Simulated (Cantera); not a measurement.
Predominance diagram of Li at 1575 K against the partial pressures of O₂ and Cl₂ (log10, bar). Standard-state values (1 bar) from the NASA 1993 polynomials, evaluated with Cantera. Candidates: Li(l), LiCl(l), Li₂O(s). Only these pure phases compete in this equilibrium. Not in the tables: the peroxide.

```
log p(Cl₂) \ log p(O₂)
        columns: -25, -23.5, -22.1, -20.6, -19.1, -17.6, -16.2, -14.7, -13.2, -11.8, -10.3, -8.8, -7.4, -5.9, -4.4, -2.9, -1.5, 0
      1  A A A A A A A A A A A A A A A A A A
      0  A A A A A A A A A A A A A A A A A A
     -1  A A A A A A A A A A A A A A A A A A
     -2  A A A A A A A A A A A A A A A A A A
     -3  A A A A A A A A A A A A A A A A A A
     -4  A A A A A A A A A A A A A A A A A A
     -5  A A A A A A A A A A A A A A A A A A
     -6  A A A A A A A A A A A A A A A A A A
     -7  A A A A A A A A A A A A A A A A A A
     -8  A A A A A A A A A A A A A A A A B B
     -9  A A A A A A A A A A A A A A A B B B
    -10  A A A A A A A A A A A A A B B B B B
    -11  A A A A A A A A A A A A B B B B B B
```

A: LiCl(l); B: Li₂O(s).
